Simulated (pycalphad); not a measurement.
Effect of Mg content in Si-Mg

CALPHAD calculation (pycalphad, COST 507 light-alloy database (1999)), 1 atm. No gas phase is included, though pure Mg would boil below 1517 K. The data set is of 1999 and partly superseded. Phase fractions are per mole of atoms. Kinetics are ignored, which matters at the lower temperatures.

Problem. One of these alloys has its liquidus at 1348 K, its solidus at 1217 K, and holds MG2SI 0.97, diamond (Si) 0.03 at 425 K. Which?
A) Si-84.06Mg (wt.%)
B) Si-19.13Mg (wt.%)
C) Si-61.04Mg (wt.%)

Solution. C, Si-61.04Mg (wt.%). The others: Si-19.13Mg (wt.%), liquidus 1517, solidus 1217; Si-84.06Mg (wt.%), liquidus 1224, solidus 912

Database names, with the compositions (at.%) that they take in these runs: MG2SI: Mg 67 Si 33.
